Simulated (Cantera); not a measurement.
Mixture: C3H8 : O2 : N2 = 1 : 2.63 : 9.89 (molar parts), equivalence ratio 1.9, at 2.07 atm, adiabatic and at constant volume. Ignition delay is the time to a rise of 400 K.

Computed with Cantera and GRI-Mech 3.0 (53 species, 325 reactions). GRI-Mech 3.0 was tuned for natural gas; its chemistry of propane as a main component is partial and can be far from experiment.

Q: What does this change do: pressure from 2.07 atm to 4.93 atm?

A: 
```csv
quantity,before,after
delay at 1250 K,1.57 ms,1.01 ms
delay at 1400 K,0.148 ms,92.2 µs
delay at 1550 K,29.6 µs,17.0 µs
delay at 1700 K,10.3 µs,5.45 µs
delay at 1850 K,5.09 µs,2.54 µs
apparent activation energy between 1775 and 1925 K,110 kJ/mol,120 kJ/mol
```
